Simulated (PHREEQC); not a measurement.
A PHREEQC input (ion-association model, wateq4f.dat):

```
SOLUTION 1
  temp 25
  units mg/L
  pH 6.77 charge
  pe 8.5
  Na 19.6
  K 2.12
  Ca 24.3
  Mg 15.8
  Cl 61.5
  S(6) 33.8 as SO4
  Alkalinity 60.7 as HCO3
  Si 0.0253 as SiO2
  O(0) 0.0154
END
USE solution 1
EQUILIBRIUM_PHASES 1
  Quartz 0 0.5
  CO2(g) -2 10
END
```

It stops with these messages:

```
ERROR: pH adustment cannot attain charge balance when alkalinity is fixed.
ERROR: Program terminating due to input errors.
```

The fault: pH asked from the charge balance while alkalinity is fixed. The line should read `pH 6.77` where the input has `pH 6.77 charge`. With the mend the run ends at pH 6.78 and ionic strength 0.00483 mol/kgw.
